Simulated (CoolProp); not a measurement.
Toluene along the isobar 4870 kPa: fugacity coefficient from the reference equation and from simpler models built on Tc = 591.7 K, pc = 4126 kPa, ω = 0.266; each cubic takes its own stable root.

Computed with CoolProp (reference Helmholtz-energy equation of state, Lemmon 2006). It is a short technical equation, of lower accuracy than the large ones.

```
T (K)          phase  reference  van der Waals  Redlich-Kwong  Soave-Redlich-Kwong  Peng-Robinson
-----  -------------  ---------  -------------  -------------  -------------------  -------------
449.9         liquid     0.1036         0.2609         0.1490               0.1080         0.1043
461.3         liquid     0.1261         0.2870         0.1753               0.1320         0.1272
472.6         liquid     0.1514         0.3137         0.2038               0.1588         0.1529
484           liquid     0.1797         0.3415         0.2346               0.1891              ?
495.3         liquid     0.2107         0.3697         0.2673               0.2221         0.2135
506.6         liquid     0.2445         0.3985              ?               0.2581         0.2480
518           liquid     0.2812         0.4280         0.3381               0.2972         0.2855
529.3         liquid     0.3201         0.4576         0.3754               0.3385         0.3251
540.6         liquid     0.3612         0.4874         0.4138               0.3819         0.3668
552           liquid     0.4046         0.5175         0.4532               0.4274         0.4105
563.3         liquid     0.4490         0.5471         0.4925               0.4736         0.4550
574.7         liquid     0.4948         0.5766         0.5319               0.5205         0.5003
586           liquid     0.5404         0.6052         0.5700               0.5663         0.5445
597.3  supercritical     0.5850         0.6328         0.6063               0.6096         0.5864
608.7  supercritical     0.6245         0.6588         0.6387                    ?         0.6220
620    supercritical     0.6526         0.6810         0.6635               0.6739         0.6485
```

Problem. Complete the blanks.

Solution. 
- 484, Peng-Robinson: 0.1819
- 506.6, Redlich-Kwong: 0.3017
- 608.7, Soave-Redlich-Kwong: 0.6466
